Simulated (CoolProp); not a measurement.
Properties of chloromethane (R40) along the isobar 59.3 bar (Tc = 418.6 K, pc = 69.29 bar, ω = 0.150).

Computed with CoolProp (reference Helmholtz-energy equation of state, Thol 2014).

```tsv
T (K)	phase	density (kg/m³)	cp (kJ/(kg K))	expansivity (1/kK)
334.2	liquid	848.4	1.694	2.684
354.9	liquid	797.9	1.805	3.303
375.6	liquid	737.1	2.013	4.514
396.3	liquid	651.5	2.629	8.385
417.1	gas	154.7	2.805	16.23
437.8	gas	123.1	1.836	8.097
458.5	gas	107.0	1.572	5.759
479.3	gas	96.22	1.454	4.581
500	gas	88.21	1.393	3.861
```
